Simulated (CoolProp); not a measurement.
Acetone along the isobar 20.6 bar: density (kg/m³) from the reference equation and from simpler models built on Tc = 235.0 °C, pc = 46.92 bar, ω = 0.307; each cubic takes its own stable root.

Values from CoolProp's reference Helmholtz-energy equation of state, Lemmon 2006. It is a short technical equation, of lower accuracy than the large ones.

| T (°C) | phase | reference |
|---|---|---|
| 126.65 | liquid | 660.0 |
| 130.95 | liquid | 653.6 |
| 135.15 | liquid | 647.1 |
| 139.45 | liquid | 640.3 |
| 143.65 | liquid | 633.5 |
| 147.95 | liquid | 626.4 |
| 152.15 | liquid | 619.2 |
| 156.35 | liquid | 611.7 |
| 160.65 | liquid | 603.8 |
| 164.85 | liquid | 595.8 |
| 169.15 | liquid | 587.2 |
| 173.35 | liquid | 578.4 |
| 177.55 | liquid | 569.1 |

### Question
How far does each simpler model (van der Waals, Redlich-Kwong, Soave-Redlich-Kwong, Peng-Robinson) lie from the reference over these 13 states: mean and median of the absolute difference, and the worst?

### Answer
- van der Waals: mean 75.8 %, median 92.6 %, worst -92.9 % at 177.55 °C and 20.6 bar
- Redlich-Kwong: mean 37.8 %, median 28.1 %, worst -92.4 % at 177.55 °C and 20.6 bar
- Soave-Redlich-Kwong: mean 23.7 %, median 23.5 %, worst -25.5 % at 177.55 °C and 20.6 bar
- Peng-Robinson: mean 13.5 %, median 13.3 %, worst -15.5 % at 177.55 °C and 20.6 bar

At some of these states van der Waals, Redlich-Kwong gives the other phase, because its saturation line lies elsewhere.
